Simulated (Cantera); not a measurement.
Input (Python, Cantera):

```python
import numpy as np
import cantera as ct

gas = ct.Solution("gri30.yaml")
gas.TPX = 1623, 330, {'C2H4': 1, 'H2': 70}
reactor = ct.IdealGasConstPressureReactor(gas, energy="off", clone=False)
net = ct.ReactorNet([reactor])
net.rtol, net.atol = 1e-08, 1e-18
show = ['C2H4', 'H2', 'CH2', 'C2H6', 'CH4', 'H', 'CH3']
times = np.geomspace(9e-05, 40, 14)

steps = ct.SolutionArray(gas, extra=["t"])
rows = []
print(f"{'t/s':>10s}{'T/K':>9s}{'P/Pa':>11s}" + "".join(f"{s:>11s}" for s in show))
for t in times:
    while net.time < t:
        t_next = net.step()
        steps.append(gas.state, t=t_next)
    rows.append([np.interp(t, steps.t, y) for y in (steps.T, steps.P, *steps(*show).X.T)])
    print(f"{t:10.3e}{rows[-1][0]:9.1f}{rows[-1][1]:11.4g}" + "".join(f"{x:11.3e}" for x in rows[-1][2:]))
rate = np.gradient(steps.T, steps.t)
print("integrator steps:", len(steps.t))
if steps.T.max() > steps.T[0] + 200:
    print(f"time of steepest temperature rise: {steps.t[rate.argmax()]:.4e} s")
gas.TPX = 1623, 330, {'C2H4': 1, 'H2': 70}
gas.equilibrate("TP")
print(f"equilibrium (TP): T = {gas.T:.1f} K  " + "  ".join(f"{s} {gas[s].X[0]:.3e}" for s in show))
```

Result:

```
       t/s      T/K       P/Pa       C2H4         H2        CH2       C2H6        CH4          H        CH3
 9.000e-05   1623.0        330  1.408e-02  9.859e-01  3.436e-15  1.215e-11  1.341e-14  3.841e-09  1.196e-13
 2.447e-04   1623.0        330  1.407e-02  9.859e-01  2.519e-14  5.928e-11  4.608e-13  1.173e-08  1.455e-12
 6.655e-04   1623.0        330  1.406e-02  9.859e-01  1.398e-13  2.088e-10  1.051e-11  3.351e-08  1.030e-11
 1.810e-03   1623.0        330  1.401e-02  9.859e-01  5.429e-13  5.746e-10  1.343e-10  9.287e-08  3.902e-11
 4.921e-03   1623.0        330  1.389e-02  9.859e-01  1.662e-12  1.290e-09  1.084e-09  2.549e-07  9.696e-11
 1.338e-02   1623.0        330  1.356e-02  9.859e-01  4.624e-12  2.133e-09  6.204e-09  6.977e-07  1.677e-10
 3.639e-02   1623.0        330  1.269e-02  9.859e-01  1.199e-11  2.547e-09  2.573e-08  1.905e-06  2.118e-10
 9.894e-02   1623.0        330  1.055e-02  9.860e-01  2.714e-11  2.825e-09  9.037e-08  5.162e-06  2.652e-10
 2.690e-01   1623.0        330  6.169e-03  9.860e-01  4.174e-11  2.687e-09  2.953e-07  1.355e-05  3.541e-10
 7.316e-01   1623.0        330  1.141e-03  9.861e-01  1.950e-11  9.396e-10  6.840e-07  3.416e-05  5.903e-10
 1.989e+00   1623.0        330  8.577e-06  9.860e-01  5.593e-13  1.501e-11  8.245e-07  9.478e-05  1.615e-09
 5.410e+00   1623.0        330  5.285e-06  9.859e-01  1.877e-12  1.777e-11  8.642e-07  2.614e-04  4.660e-09
 1.471e+01   1623.0        330  4.489e-06  9.855e-01  1.113e-11  2.110e-11  1.161e-06  6.455e-04  1.545e-08
 4.000e+01   1623.0        330  4.131e-06  9.850e-01  7.738e-11  2.012e-11  3.056e-06  1.108e-03  6.983e-08
integrator steps: 786
equilibrium (TP): T = 1623.0 K  C2H4 4.067e-06  H2 9.849e-01  CH2 2.731e-09  C2H6 4.804e-11  CH4 9.442e-05  H 1.202e-03  CH3 2.340e-06
```

Model: GRI-Mech 3.0 (53 species, 325 reactions), integrated in Cantera. GRI-Mech 3.0 was tuned for natural gas; its chemistry of ethylene as a main component is partial and can be far from experiment. GRI-Mech 3.0 stops at C3 and has no aromatics, soot or wall deposition, so with more carbon than oxygen in the feed, carbon stays in small species such as C2H2 where larger ones or solid carbon would form. Radical loss at walls, strong at low pressure, is not modelled.
